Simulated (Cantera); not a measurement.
A closed system holds: 1 mol borazine, 0.11 mol O₂, held at 1423 K and 10000 Pa.

These are equilibrium values from Cantera (NASA tables, ideal gas, pure condensed phases), not measurements of a reactor. Candidate condensed phases: B, BN, B₂O₃, B₃O₃H₃, H₂O; 39 gas species. The feed counts by its element totals alone. Mutual solubility and eutectic melting of coexisting phases are not modelled. Gases not in the tables: H₃BO₃. Rates play no part.

Base state: H₂ 0.974, N₂ 0.0234, HBO₂ 0.00120, H₂O 0.00104, HBO 0.000371, B₂O₃ 4.10e-5, H 2.07e-5 (mole fractions); condensed: BN(s) + B₂O₃(l).

Q: What changes in the equilibrium state with this change: borazine replaced by BF₃?

A: 
```json
[
 {"species": "BF₃", "before": "0", "after": "0.901"},
 {"species": "O₂", "before": "<1e-9", "after": "0.0991"},
 {"species": "F", "before": "0", "after": "2.41e-5"},
 {"species": "H₂", "before": "0.974", "after": "0"},
 {"species": "N₂", "before": "0.0234", "after": "0"},
 {"species": "HBO₂", "before": "0.00120", "after": "0"},
 {"species": "H₂O", "before": "0.00104", "after": "0"},
 {"species": "HBO", "before": "0.000371", "after": "0"},
 {"species": "B₂O₃", "before": "4.10e-5", "after": "<1e-9"},
 {"species": "H", "before": "2.07e-5", "after": "0"},
 {"species": "BN(s), mol", "before": "2.86", "after": "0"},
 {"species": "B₂O₃(l), mol", "before": "0.0693", "after": "0"}
]
```

Q: What changes in the equilibrium state with this change: temperature from 1423 K to 1323 K?

A: 
| species | before | after |
|---|---|---|
| H₂ | 0.974 | 0.975 |
| N₂ | 0.0234 | 0.0234 |
| H₂O | 0.00104 | 0.00109 |
| HBO₂ | 0.00120 | 0.000422 |
| HBO | 0.000371 | 5.91e-5 |
| B₂O₃ | 4.10e-5 | 3.48e-6 |
| H | 2.07e-5 | 4.95e-6 |
| BN(s), mol | 2.86 | 2.86 |
| B₂O₃(l), mol | 0.0693 | 0.0713 |
